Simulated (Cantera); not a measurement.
Source: NASA polynomial tables (part measured, part estimated), evaluated in Cantera. Values are per mole of reaction as written; species without (g) are pure solids or liquids, kept so even where they would boil at 1 bar.

2 C + O2(g) ⇌ 2 CO(g)

| T (K) | ΔH° (kJ) | ΔS° (J/K) | ΔG° (kJ) | log10 K |
|---|---|---|---|---|
| 1975 | -237.5 | 167.3 | -567.9 | 15.02 |
| 2000 | -237.8 | 167.1 | -572.1 | 14.94 |
| 2025 | … | … | … | … |
| 2050 | -238.6 | 166.7 | -580.5 | 14.79 |
| 2075 | … | … | … | … |
| 2100 | -239.4 | 166.4 | -588.8 | 14.65 |
| 2125 | -239.8 | 166.2 | -592.9 | 14.57 |
| 2150 | -240.2 | 166.0 | -597.1 | 14.51 |
| 2175 | -240.6 | 165.8 | -601.2 | 14.44 |
| 2200 | -241.0 | 165.6 | -605.4 | 14.37 |
| 2225 | -241.4 | 165.4 | -609.5 | 14.31 |

Question: What belongs in the gaps?

Answer: 
- 2025, ΔH° (kJ): -238.2
- 2025, ΔS° (J/K): 166.9
- 2025, ΔG° (kJ): -576.3
- 2025, log10 K: 14.87
- 2075, ΔH° (kJ): -239.0
- 2075, ΔS° (J/K): 166.6
- 2075, ΔG° (kJ): -584.6
- 2075, log10 K: 14.72
